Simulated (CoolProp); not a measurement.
Computed with CoolProp (reference Helmholtz-energy equation of state, Wagner 2002).

Question: Give the vapour pressure (bar), enthalpy of vaporisation (kJ/kg), liquid cp (kJ/(kg K)), surface tension (mN/m) of saturated water at 535.3, 589.9 K.

Answer: 
```json
[
 {"T (K)": "535.3", "p (bar)": "48.6", "enthalpy of vaporisation (kJ/kg)": "1650", "liquid cp (kJ/(kg K))": "5.01", "surface tension (mN/m)": "23.0"},
 {"T (K)": "589.9", "p (bar)": "108", "enthalpy of vaporisation (kJ/kg)": "1270", "liquid cp (kJ/(kg K))": "6.37", "surface tension (mN/m)": "10.5"}
]
```

Surface tension comes from a separate correlation (Mulero 2012).
